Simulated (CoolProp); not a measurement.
Vapour-liquid equilibrium of CH2F2 (R32) (1) + R227EA (2) at 9.29 bar; x and y are mole fractions of (1).

Computed with CoolProp (multi-fluid Helmholtz-energy mixture model, Tillner-Roth 1997 and Lemmon 2016; pair parameters Bell 2016).

| x | bubble temperature, mixture model (K) | bubble temperature, Raoult's law (K) | y, mixture model | y, Raoult's law |
|---|---|---|---|---|
| 0.05 | 319.5 | 319.2 | 0.123 | 0.154 |
| 0.125 | 313.5 | 313.3 | 0.286 | 0.335 |
| 0.2 | 307.9 | 308.2 | 0.423 | 0.473 |
| 0.275 | 302.9 | 303.8 | 0.534 | 0.580 |
| 0.35 | 298.5 | 299.8 | 0.623 | 0.665 |
| 0.425 | 294.8 | 296.3 | 0.694 | 0.735 |
| 0.5 | 291.5 | 293.0 | 0.752 | 0.791 |
| 0.575 | 288.7 | 290.1 | 0.800 | 0.839 |
| 0.65 | 286.2 | 287.4 | 0.841 | 0.878 |
| 0.725 | 284.0 | 285.0 | 0.878 | 0.912 |
| 0.8 | 282.0 | 282.7 | 0.912 | 0.941 |
| 0.875 | 280.2 | 280.6 | 0.945 | 0.966 |
| 0.95 | 278.5 | 278.6 | 0.977 | 0.987 |

The largest gap from Raoult's law is -1.5 K in bubble temperature, at x = 0.5. No azeotrope shows between x = 0.05 and 0.95.

The pair parameters rest on a limited set of measurements; away from them the model extrapolates. The gap from Raoult's law changes sign with composition, which may be real or a fault of the pair parameters; it wasn't checked against measurements.
